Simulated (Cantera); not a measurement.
Charge: 1 mol CH4, 0.091 mol NH3, 0.97 mol N2, equilibrated at 2650 K and 16.5 Torr.

These are equilibrium values from Cantera (NASA tables, ideal gas, pure condensed phases), not measurements of a reactor. Candidate condensed phases: C, C6H6, C7H8, C8H18; 92 gas species. Kinetics and transport are ignored.

Base state: H2 0.466, N2 0.266, H 0.216, HCN 0.0355, C2H2 (acetylene) 0.00915, HNC 0.00490, CN 0.00116, C2H 0.000410 (mole fractions); condensed: C(graphite).

**Question.** What changes in the equilibrium state with this change: temperature from 2650 K to 2300 K?

**Answer.** 
```tsv
species	before	after
H2	0.466	0.622
N2	0.266	0.304
H	0.216	0.0515
HCN	0.0355	0.0179
C2	1.93e-5	6.75e-8
C3	0.000203	7.60e-7
C	5.29e-5	3.80e-7
C2H	0.000410	1.00e-5
C(graphite), mol	0.781	0.919
```
